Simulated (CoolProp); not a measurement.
Aqueous calcium chloride as a coolant, 19 % by mass, freezing at -16.6 °C, 1 atm.

Model: Melinder's fits for secondary coolants, in CoolProp.

| T (°C) | conductivity (W/(m K)) | Prandtl number | viscosity (mPa s) | density (kg/m³) |
|---|---|---|---|---|
| -11.7 | ___ | 25.4 | 4.40 | 1177 |
| -3.9 | 0.541 | 19.5 | ___ | ___ |
| 4 | 0.553 | 15.3 | 2.72 | 1174 |
| 11.8 | 0.564 | ___ | 2.22 | 1173 |
| 19.6 | 0.575 | 10.1 | 1.84 | 1171 |
| 27.4 | 0.587 | 8.40 | 1.56 | 1169 |
| 35.3 | ___ | 7.09 | 1.33 | 1164 |

### Question
What belongs in the gaps?

### Answer

- -11.7, conductivity (W/(m K)): 0.530
- -3.9, viscosity (mPa s): 3.42
- -3.9, density (kg/m³): 1175
- 11.8, Prandtl number: 12.3
- 35.3, conductivity (W/(m K)): 0.599
